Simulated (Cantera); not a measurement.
A freely propagating, adiabatic, planar premixed flame of CH₄ : H₂ : O₂ : N₂ = 1 : 0.08 : 2.29 : 7.79 (molar parts), equivalence ratio 0.89, unburnt at 675 K and 0.148 atm; mixture-averaged transport, grid criteria slope 0.08 and curve 0.16, no radiation.

Model: GRI-Mech 3.0 (53 species, 325 reactions), integrated in Cantera. Burning velocities carry a grid error of a few per cent, more on coarse grids.

Question: How do the results move with these cheaper or finer settings: unity-Lewis-number transport; multicomponent transport; multicomponent+Soret transport; grid criteria slope 0.5, curve 1; grid criteria slope 0.25, curve 0.5; grid criteria slope 0.03, curve 0.06?

Answer: 
| setting | laminar burning velocity | thermal thickness | peak x(CH₂) | grid points | grid points |
|---|---|---|---|---|---|
| as above | 256 cm/s | 1.57 mm | 6.97e-5 | 160 | 160 |
| unity-Lewis-number transport | 176 cm/s | 1.77 mm | 5.58e-5 | 156 | 156 |
| multicomponent transport | 256 cm/s | 1.59 mm | 6.98e-5 | 160 | 160 |
| multicomponent+Soret transport | 253 cm/s | 1.58 mm | 6.87e-5 | 160 | 160 |
| grid criteria slope 0.5, curve 1 | 287 cm/s | 1.80 mm | 6.65e-5 | 46 | 46 |
| grid criteria slope 0.25, curve 0.5 | 271 cm/s | 1.66 mm | 6.87e-5 | 68 | 68 |
| grid criteria slope 0.03, curve 0.06 | 253 cm/s | 1.54 mm | 6.98e-5 | 382 | 382 |
The base run took about 27 core-seconds (a rough figure).
Unity Lewis numbers drop preferential diffusion, which matters most where H2 and H carry the flame; Soret adds thermal diffusion.
